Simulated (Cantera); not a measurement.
Cantera run:

```python
import numpy as np
import cantera as ct

gas_names = """
    CL CL2 H HCL H2 Si SiCL SiCL2 SiCL3 SiCL4 SiH SiHCL3 SiH2 SiH2CL2 SiH3 SiH3CL SiH4 Si2 Si3
""".split()
cond_names = """
    Si(cr) Si(L)
""".split()


# ... load() reads the species with a 1 bar reference pressure and builds the phases ...
atoms = {
    'Si': {'Si': 1},
    'Cl2': {'CL': 2},
    'H2': {'H': 2},
    'HCl': {'H': 1, 'CL': 1},
}
top_T = {}  # K; cautious upper limits of use, not melting points


# ... equilibrate(T, P, feed) seeds the gas with the atoms and calls Mixture.equilibrate('TP', solver="gibbs", rtol=1e-10, max_steps=50000) ...
results = []
feed = {'Si': 1, 'Cl2': 0.52, 'H2': 4.7, 'HCl': 1.6}  # mol
P = 100000  # Pa
for T in [850, 925, 1000, 1075, 1150, 1225, 1300, 1375]:
    mix = equilibrate(T, P, feed)
    results.append((T, P, feed, dict(zip(mix.species_names, mix.species_moles))))

top = {s: max(r[3][s] / sum(r[3][g] for g in gas_names) for r in results) for s in gas_names}
cols = sorted((s for s in top if top[s] > 0.001), key=lambda s: -top[s])[:6]
seen = [c for c in cond_names if any(r[3].get(c, 0) > 1e-12 for r in results)]
print("log10 of partial pressures in bar; condensed amounts in mol")
print(f"{'T/K':>10s}" + "".join(f"{s[:9]:>10s}" for s in cols + seen))
for T, P, feed, n in results:
    ng = sum(n[g] for g in gas_names)
    print(f"{T:10.4g}" + "".join(f"{np.log10(max(n[s] / ng * P / 1e5, 1e-99)):10.3f}" for s in cols)
          + "".join(f"{n.get(c, 0):10.4g}" for c in seen))
```

Result:

```
log10 of partial pressures in bar; condensed amounts in mol
       T/K        H2       HCL     SiCL4    SiHCL3     SiCL2     SiCL3    Si(cr)
       850    -0.057    -2.633    -1.140    -1.343    -5.134    -4.062    0.2666
       925    -0.058    -2.280    -1.140    -1.357    -4.343    -3.541    0.2723
      1000    -0.060    -1.983    -1.145    -1.373    -3.677    -3.103    0.2809
      1075    -0.063    -1.731    -1.157    -1.394    -3.109    -2.733    0.2928
      1150    -0.067    -1.517    -1.181    -1.423    -2.625    -2.422     0.307
      1225    -0.073    -1.337    -1.223    -1.466    -2.212    -2.167    0.3205
      1300    -0.082    -1.187    -1.294    -1.531    -1.866    -1.967    0.3283
      1375    -0.092    -1.068    -1.406    -1.626    -1.583    -1.825    0.3246
```

Equilibrium computed with Cantera from the NASA thermochemical tables; the gas is ideal and each condensed phase is pure. The tables' values for SiCl3 are old estimates; treat these amounts as uncertain.
